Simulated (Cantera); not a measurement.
Charge: 1 mol SiCl₄, 0.013 mol C₂H₂, 170 mol H₂, equilibrated at 0.00140 bar.

Cantera equilibrium calculation (NASA polynomials, part measured and part estimated; ideal gas, pure solids and liquids). Candidate condensed phases: C, C₆H₆, C₇H₈, C₈H₁₈, Si, SiC; 109 gas species. Mutual solubility and eutectic melting of coexisting phases are not modelled. Gases not in the tables: Si₂H₆ and higher silanes. Equilibrium is a limit: real reactors are often held back by kinetics, nucleation or transport.

### Question
Which condensed phases are stable at each of these points (T (K)): 1148, 1298, 1448, 1598, 1748, 1898, 2048, 2198, 2348, 2498?

### Answer
```tsv
T (K)	condensed phases	Si condensed (%)
1148	Si(s) + SiC(s)	81.7
1298	Si(s) + SiC(s)	79.4
1448	Si(s) + SiC(s)	76.9
1598	Si(s) + SiC(s)	73.4
1748	Si(l) + SiC(s)	54.5
1898	SiC(s)	1.2
2048	gas only	0.0
2198	gas only	0.0
2348	gas only	0.0
2498	gas only	0.0
```

From 1148 K to 1598 K the condensed part is Si(s) + SiC(s). At 1748 K the condensed part is Si(l) + SiC(s). At 1898 K the condensed part is SiC(s). From 2048 K to 2498 K nothing is condensed.
